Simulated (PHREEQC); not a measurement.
## Hard or scaling water

Consider water at 56 °C with 0.00041 mol Ca(HCO3)2, 0.00073 mol NaF and 3.4e-05 mol KCl per kg of water. Closed to the air; pH follows from the charge balance.

Equilibrium calculation in PHREEQC: ion-association model, phreeqc.dat.

Precipitation was switched off in this run.

Predict the pH, specific conductance.

pH 7.91; specific conductance 285 µS/cm.

In which forms is C present?

HCO3- 96 %, CO2 2.2 %, CaCO3 0.7 %, CO3-2 0.6 %, CaHCO3+ 0.5 % of the C.

The solution is supersaturated, for example in Fluorite, so a real one may precipitate; this is no full list. Complexes and solids missing from the database can't appear. Constants without temperature data keep their 25 °C values here.
